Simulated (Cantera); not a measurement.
## Ignition delay

Mixture: 4.89 % CH4, 12.4 % O2, 72.9 % N2, 9.79 % H2O, at 500000 Pa, adiabatic and at constant pressure. Ignition delay is the time to a rise of 400 K.

Cantera simulation using GRI-Mech 3.0 (53 species, 325 reactions); the numbers are that mechanism's predictions, not measurements.

| T0 (K) | delay (ms) |
|---|---|
| 1150 | 26.9 |
| 1225 | 10.8 |
| 1300 | 4.61 |
| 1375 | 2.05 |
| 1450 | 0.931 |

```json
{
  "apparent activation energy between 1300 and 1450 K": "170 kJ/mol"
}
```
